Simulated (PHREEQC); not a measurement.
Solution (20 °C): 0.26 mol/kgw NaH2PO4 and 0.00033 mol/kgw Na2B4O7. Closed to the air; pH follows from the charge balance.

Equilibrium calculation in PHREEQC: ion-association model, phreeqc.dat.

This is a speciation only: nothing precipitates in the calculation.

**Question.** Predict the pH.

**Answer.** pH 4.50.

Species that the database lacks are ignored.
